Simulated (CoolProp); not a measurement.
Vapour-liquid equilibrium of dimethyl ether (1) + chloromethane (R40) (2) at 311.3 K; x and y are mole fractions of (1).

Values from CoolProp's multi-fluid Helmholtz-energy mixture model, Wu 2011 and Thol 2014; pair parameters Bell 2016.

| x | bubble pressure, mixture model (kPa) | bubble pressure, Raoult's law (kPa) | y, mixture model | y, Raoult's law |
|---|---|---|---|---|
| 0.05 | 825.3 | 832.4 | 0.044 | 0.051 |
| 0.2 | 810.1 | 834.8 | 0.187 | 0.203 |
| 0.35 | 801.2 | 837.3 | 0.342 | 0.354 |
| 0.5 | 799.5 | 839.7 | 0.503 | 0.505 |
| 0.65 | 805.4 | 842.1 | 0.664 | 0.654 |
| 0.8 | 818.9 | 844.5 | 0.818 | 0.803 |
| 0.95 | 839.5 | 846.9 | 0.957 | 0.951 |

The largest gap from Raoult's law is -4.8 % in bubble pressure, at x = 0.5. y crosses x between x = 0.35 and 0.5: the model has an azeotrope there.

The pair parameters rest on a limited set of measurements; away from them the model extrapolates.
